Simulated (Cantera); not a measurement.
Input (Python, Cantera) and output of one run.

```python
import numpy as np
import cantera as ct

gas_names = """
    CL CL2 H HCL H2 N NH NH2 NH3 N2 N2H2 N2H4 Si SiCL SiCL2 SiCL3 SiCL4 SiH SiHCL3 SiH2 SiH2CL2 SiH3
    SiH3CL SiH4 SiN Si2 Si2N Si3
""".split()
cond_names = """
    NH4CL(a) NH4CL(b) Si(cr) Si(L) Si3N4(a)
""".split()


# ... load() reads the species with a 1 bar reference pressure and builds the phases ...
atoms = {
    'SiHCl3': {'Si': 1, 'H': 1, 'CL': 3},
    'N2': {'N': 2},
}
top_T = {'Si3N4(a)': 2400}  # K; cautious upper limits of use, not melting points


# ... equilibrate(T, P, feed) seeds the gas with the atoms and calls Mixture.equilibrate('TP', solver="vcs", rtol=1e-11, max_steps=5000) ...
results = []
feed = {'SiHCl3': 1, 'N2': 130}  # mol
T = 948.15  # K
P = 1333.22  # Pa
mix = equilibrate(T, P, feed)
results.append((T, P, feed, dict(zip(mix.species_names, mix.species_moles))))
print(gas.report(threshold=1e-06))
for i in range(1, mix.n_phases):
    print(f"{mix.phase(i).name:16s} {mix.phase_moles(i):12.5e} mol")
```

Result:

```
       temperature   948.15 K
          pressure   1333.2 Pa
           density   0.0048412 kg/m^3
  mean mol. weight   28.626 kg/kmol
   phase of matter   gas

                          1 kg             1 kmol
                     ---------------   ---------------
          enthalpy        5.8303e+05         1.669e+07  J
   internal energy        3.0764e+05        8.8065e+06  J
           entropy            9213.3        2.6374e+05  J/K
    Gibbs function       -8.1526e+06       -2.3338e+08  J
 heat capacity c_p            1142.2             32696  J/K
 heat capacity c_v            851.73             24382  J/K

                      mass frac. Y      mole frac. X     chem. pot. / RT
                     ---------------   ---------------   ---------------
               HCL         0.0090901         0.0071373           -45.114
                H2        1.7123e-05        0.00024313           -30.014
                N2           0.96755           0.98868           -29.055
             SiCL3        1.3557e-05        2.8868e-06           -109.19
             SiCL4           0.02333         0.0039312           -139.29
     [  +23 minor]        3.1075e-06        6.7765e-07

Si(cr)            0.00000e+00 mol
Si3N4(a)          1.61305e-01 mol
```

Equilibrium computed with Cantera from the NASA thermochemical tables; the gas is ideal and each condensed phase is pure. N2 is the only nitrogen source here; it is nearly inert below about 1500 K, so the nitride shown seldom forms there in practice.
